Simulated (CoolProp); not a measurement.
A single-stage vapour-compression cycle with R11: evaporating at 292.15 K (dew point), condensing at 328.15 K (bubble point), superheat 2 K, subcooling 0 K, compressor efficiency 0.7, no pressure losses. Each further row changes one setting.

Model: reference Helmholtz-energy equation of state, Jacobsen 1992, in CoolProp.

```
case                              cooling COP  pressure ratio  discharge temperature (K)  refrigerating effect (kJ/kg)  volumetric capacity (kJ/m³)
--------------------------------  -----------  --------------  -------------------------  ----------------------------  ---------------------------
as stated                                5.07            3.19                      348.1                           152                          754
evaporating temperature 297.15 K         6.09            2.66                      345.0                           155                          907
condensing temperature 323.15 K          6.00            2.76                      341.2                           157                          777
subcooling 5 K                           5.22            3.19                      348.1                           157                          777
superheat 12 K                           5.08            3.19                      359.2                           158                          755
compressor efficiency 0.6                4.35            3.19                      355.8                           152                          754
```
